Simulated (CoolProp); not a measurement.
The numbers come from the reference Helmholtz-energy equation of state, Lemmon 2006 in CoolProp. It is a short technical equation, of lower accuracy than the large ones.

Task: For R142b, give the phase and the cv (kJ/(kg K)), viscosity (µPa s) at 189.6 K and 9100 kPa; 352 K and 3210 kPa; 441.3 K and 10.9 kPa.

Result: 
- 189.6 K and 9100 kPa: liquid; cv 0.733, viscosity 1130
- 352 K and 3210 kPa: liquid; cv 0.952, viscosity 136
- 441.3 K and 10.9 kPa: gas; cv 0.965, viscosity 15.2

Viscosity comes from a separate model (Huber 2003), an estimate that may be off by 10 % or more.
